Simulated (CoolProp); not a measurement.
Vapour-liquid equilibrium of n-heptane (1) + p-xylene (2) at 107.85 °C; x and y are mole fractions of (1).

The numbers come from the multi-fluid Helmholtz-energy mixture model, Span 2003 and Zhou 2012; pair parameters Bell 2016 in CoolProp.

```csv
x,bubble pressure (bar),y at the bubble point,dew pressure at overall composition x (bar),liquid density (mol/L)
0.05,0.4777,0.170,0.4319,7.295
0.2,0.6445,___,0.4905,7.075
0.35,0.7894,0.637,0.5662,6.863
0.5,0.9206,0.751,0.6664,6.660
0.65,1.044,0.838,0.8024,6.465
0.8,1.165,___,___,___
0.95,1.286,0.979,1.233,6.097
```

Problem. Complete the blanks.

Solution. 
- 0.2, y at the bubble point: 0.471
- 0.8, y at the bubble point: 0.912
- 0.8, dew pressure at overall composition x (bar): 0.9881
- 0.8, liquid density (mol/L): 6.278

No azeotrope shows between x = 0.05 and 0.95.

Pair parameters are fitted to limited data, so mixtures are less certain than the pure fluids.
